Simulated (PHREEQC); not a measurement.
Dissolve 4.4 mmol/kgw FeSO4 at 35 °C. Closed to the air; pH follows from the charge balance.

All values are PHREEQC results (ion-association model, phreeqc.dat), not measurements.

pH: 5.97
ionic strength: 0.0137 mol/kgw
specific conductance: 964 µS/cm

| species | molality | activity | log γ |
|---|---|---|---|
| SO4-2 | 0.00342 | 0.00214 | -0.204 |
| Fe+2 | 0.00342 | 0.00217 | -0.197 |
| FeSO4 | 0.000981 | 0.000984 | 0.001 |
| FeOH+ | 1.49e-6 | 1.32e-6 | -0.051 |
| H+ | 1.19e-6 | 1.07e-6 | -0.045 |
| HSO4- | 3.14e-7 | 2.79e-7 | -0.052 |
| OH- | 2.21e-8 | 1.95e-8 | -0.053 |

This is a speciation only: nothing precipitates in the calculation.
